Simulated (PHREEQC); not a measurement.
0.014 g of hydrous ferric oxide (600 m²/g; 0.2 weak and 0.005 strong sites per Fe, Dzombak-Morel constants, diffuse double layer) in 1 kg of water with 0.05 mol/kgw of an inert sodium salt and 0.0011 mmol/kgw MgCl2, at 25 °C; the pH is set by adding NaOH or the inert anion's acid. Oxygen is held at 0.21 atm. No CO2 enters from the air. Nothing may precipitate in this run.

The series has 17 steps of pH, from 4 to 12.

Computed with PHREEQC (ion-association model, wateq4f.dat).

Task: Near which pH is half of the Mg sorbed, and on which side is more sorbed?

Result: Near pH 8.9, with more sorbed at higher pH.
